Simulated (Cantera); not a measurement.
Charge: 1 mol Si, a varied amount of SF₆, at 1573 K and 1.40 Pa.

Method: chemical equilibrium by Gibbs-energy minimisation in Cantera with the NASA 1993 tables (ideal gas, pure condensed phases). Candidate condensed phases: S, Si; 21 gas species. The tables' values for S₂F₂ (SSF₂), SF₃, FS₂F (FSSF) are old estimates; treat these amounts as uncertain. Equilibrium is a limit: real reactors are often held back by kinetics, nucleation or transport.

x: gas mole fraction; nothing condenses.

```tsv
n(SF₆) (mol)	x F	x SiF₄	x SF₂	x S₂	x SF
0.8	0.245	0.506	0.0654	0.151	0.0185
1	0.398	0.348	0.130	0.0867	0.0228
1.2	___	___	0.158	___	0.0226
1.4	0.545	0.209	0.170	0.0417	0.0216
1.7	0.604	0.160	0.176	0.0296	0.0202
1.9	0.632	0.137	0.177	0.0251	0.0194
2.1	0.653	0.121	0.176	0.0219	0.0188
2.3	0.670	0.107	0.176	0.0197	0.0183
2.5	0.684	___	0.175	0.0179	0.0178
2.7	0.695	0.0879	0.174	0.0166	0.0174
2.9	0.705	0.0806	0.174	0.0156	0.0171
3.1	0.714	0.0744	0.173	0.0147	0.0168
3.4	0.724	0.0667	0.172	0.0137	0.0165
```

Question: Some entries are withheld; supply them.

Answer: 
- 1.2, x F: 0.486
- 1.2, x SiF₄: 0.263
- 1.2, x S₂: 0.0571
- 2.5, x SiF₄: 0.0967
